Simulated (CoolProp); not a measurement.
Vapour-liquid equilibrium of n-heptane (1) + o-xylene (2) at 0.0611 bar; x and y are mole fractions of (1).

Values from CoolProp's multi-fluid Helmholtz-energy mixture model, Span 2003 and Zhou 2012; pair parameters Bell 2016.

```csv
x,"bubble temperature, mixture model (°C)","bubble temperature, Raoult's law (°C)","y, mixture model","y, Raoult's law"
0.05,56.2,58.3,0.285,0.215
0.2,44.8,48.6,0.646,0.583
0.35,38.5,41.7,0.784,0.761
0.5,34.3,36.5,0.860,0.860
0.65,31.1,32.3,0.911,0.922
0.8,28.3,28.8,0.952,0.963
0.95,25.9,25.9,0.989,0.992
```

The largest gap from Raoult's law is -3.8 K in bubble temperature, at x = 0.2. No azeotrope shows between x = 0.05 and 0.95.

The pair parameters rest on a limited set of measurements; away from them the model extrapolates.
